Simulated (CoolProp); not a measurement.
Vapour-liquid equilibrium of sulfur hexafluoride (1) + R113 (2) at -9.75 °C; x and y are mole fractions of (1).

The numbers come from the multi-fluid Helmholtz-energy mixture model, Guder 2009 and Marx 1992; pair parameters Bell 2016 in CoolProp.

Give the bubble pressure and the first vapour's composition at x = 0.05, 0.15, 0.85. Is there an azeotrope?

x = 0.05: 0.1069 MPa, y = 0.912; x = 0.15: 0.1721 MPa, y = 0.946; x = 0.85: 0.7282 MPa, y = 0.998. No azeotrope shows between x = 0.05 and 0.95.

Pair parameters are fitted to limited data, so mixtures are less certain than the pure fluids. The gap from Raoult's law changes sign with composition, which may be real or a fault of the pair parameters; it wasn't checked against measurements. With so large a gap from Raoult's law the liquid may split in two, which this calculation doesn't test in full.
